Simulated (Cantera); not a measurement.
A Cantera script and what it prints.

```python
import numpy as np
import cantera as ct

gas_names = """
    F Ca SF4
""".split()
cond_names = """
    CaS(s)
""".split()


# ... load() reads the species with a 1 bar reference pressure and builds the phases ...
species = {s.name: s for s in load("nasa_gas.yaml", gas_names) + load("nasa_condensed.yaml", cond_names)}
# Each term lists the table entries of one substance; the one whose range holds T is used.
reactions = {
    'CaS + 4 F(g) = Ca(g) + SF4(g)':
        [(-1, ['CaS(s)']), (-4, ['F']), (1, ['Ca']), (1, ['SF4'])],
}


def pick(names, T):
    return next(species[n] for n in names if species[n].thermo.min_temp <= T <= species[n].thermo.max_temp)


results = []
for label, terms in reactions.items():
    print(label)
    print("     T/K   dH/kJ  dS/(J/K)   dG/kJ   log10 K")
    for T in [300, 2050, 2150, 2250, 2350, 2450, 2550, 2650, 2750]:
        used = [(nu, pick(names, T)) for nu, names in terms]
        dH = sum(nu * s.thermo.h(T) for nu, s in used) / 1e6
        dS = sum(nu * s.thermo.s(T) for nu, s in used) / 1e3
        dG = dH - T * dS / 1e3
        logK = -dG * 1e6 / (ct.gas_constant * T * np.log(10))
        results.append((label, T, dH, dS, dG, logK, [s.name for _, s in used]))
        print(f"{T:8g} {dH:8.1f} {dS:8.1f} {dG:8.1f} {logK:8.2f}")
```

Result:

```
CaS + 4 F(g) = Ca(g) + SF4(g)
     T/K   dH/kJ  dS/(J/K)   dG/kJ   log10 K
     300   -429.8   -237.3   -358.6    62.44
    2050   -459.3   -276.3    107.0    -2.73
    2150   -460.7   -276.9    134.7    -3.27
    2250   -462.1   -277.5    162.4    -3.77
    2350   -463.5   -278.2    190.2    -4.23
    2450   -464.9   -278.7    218.0    -4.65
    2550   -466.3   -279.3    245.9    -5.04
    2650   -467.7   -279.8    273.9    -5.40
    2750   -469.0   -280.4    301.9    -5.73
```

Cantera with NASA thermochemical tables; ideal gases at 1 bar, condensed phases pure. Condensed species are held in their standard states even where they would react or evaporate.
